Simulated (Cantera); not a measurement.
# Gas-phase reforming

An isothermal, constant-pressure homogeneous reactor starts with 76.3 % CH4, 23.7 % H2O, at 2125 K and 18.0 bar.

Model: GRI-Mech 3.0 (53 species, 325 reactions), integrated in Cantera. GRI-Mech 3.0 stops at C3 and has no aromatics, soot or wall deposition, so with more carbon than oxygen in the feed, carbon stays in small species such as C2H2 where larger ones or solid carbon would form. The pressure lies above the range GRI-Mech 3.0 was tuned for (to about 10 atm).

```json
[
 {"t (s)": "7.00e-5", "x CH4": "0.0783", "x H2O": "0.132", "x H2O2": "5.31e-11", "x O2": "5.32e-10", "x CH2": "3.41e-6", "x H": "0.000648", "x C2H6": "0.000131"},
 {"t (s)": "0.000146", "x CH4": "0.0504", "x H2O": "0.116", "x H2O2": "4.13e-11", "x O2": "3.98e-10", "x CH2": "2.66e-6", "x H": "0.000680", "x C2H6": "5.86e-5"},
 {"t (s)": "0.000303", "x CH4": "0.0389", "x H2O": "0.0962", "x H2O2": "2.76e-11", "x O2": "2.63e-10", "x CH2": "2.13e-6", "x H": "0.000699", "x C2H6": "3.79e-5"},
 {"t (s)": "0.000631", "x CH4": "0.0352", "x H2O": "0.0690", "x H2O2": "1.37e-11", "x O2": "1.31e-10", "x CH2": "1.68e-6", "x H": "0.000710", "x C2H6": "3.14e-5"},
 {"t (s)": "0.00131", "x CH4": "0.0325", "x H2O": "0.0387", "x H2O2": "4.15e-12", "x O2": "4.02e-11", "x CH2": "1.26e-6", "x H": "0.000721", "x C2H6": "2.68e-5"},
 {"t (s)": "0.00273", "x CH4": "0.0301", "x H2O": "0.0141", "x H2O2": "<1e-12", "x O2": "5.29e-12", "x CH2": "9.52e-7", "x H": "0.000730", "x C2H6": "2.32e-5"},
 {"t (s)": "0.00569", "x CH4": "0.0289", "x H2O": "0.00222", "x H2O2": "<1e-12", "x O2": "<1e-12", "x CH2": "8.13e-7", "x H": "0.000734", "x C2H6": "2.15e-5"},
 {"t (s)": "0.0118", "x CH4": "0.0287", "x H2O": "6.56e-5", "x H2O2": "<1e-12", "x O2": "<1e-12", "x CH2": "7.89e-7", "x H": "0.000735", "x C2H6": "2.12e-5"},
 {"t (s)": "0.0246", "x CH4": "0.0287", "x H2O": "1.18e-5", "x H2O2": "<1e-12", "x O2": "<1e-12", "x CH2": "7.88e-7", "x H": "0.000735", "x C2H6": "2.12e-5"},
 {"t (s)": "0.0512", "x CH4": "0.0287", "x H2O": "1.17e-5", "x H2O2": "<1e-12", "x O2": "<1e-12", "x CH2": "7.88e-7", "x H": "0.000735", "x C2H6": "2.12e-5"},
 {"t (s)": "0.107", "x CH4": "0.0287", "x H2O": "1.17e-5", "x H2O2": "<1e-12", "x O2": "<1e-12", "x CH2": "7.88e-7", "x H": "0.000735", "x C2H6": "2.12e-5"},
 {"t (s)": "0.222", "x CH4": "0.0287", "x H2O": "1.17e-5", "x H2O2": "<1e-12", "x O2": "<1e-12", "x CH2": "7.88e-7", "x H": "0.000735", "x C2H6": "2.12e-5"},
 {"t (s)": "0.462", "x CH4": "0.0287", "x H2O": "1.17e-5", "x H2O2": "<1e-12", "x O2": "<1e-12", "x CH2": "7.88e-7", "x H": "0.000735", "x C2H6": "2.12e-5"},
 {"t (s)": "0.961", "x CH4": "0.0287", "x H2O": "1.17e-5", "x H2O2": "<1e-12", "x O2": "<1e-12", "x CH2": "7.88e-7", "x H": "0.000735", "x C2H6": "2.12e-5"},
 {"t (s)": "2.00", "x CH4": "0.0287", "x H2O": "1.17e-5", "x H2O2": "<1e-12", "x O2": "<1e-12", "x CH2": "7.88e-7", "x H": "0.000735", "x C2H6": "2.12e-5"}
]
```
x: mole fraction; the columns are a selection and need not sum to one.

Equilibrium at this temperature and pressure: CH4 0.0287, H2O 1.19e-5, H2O2 <1e-12, O2 <1e-12, CH2 7.88e-7, H 0.000735, C2H6 2.12e-5 (gas phase only).
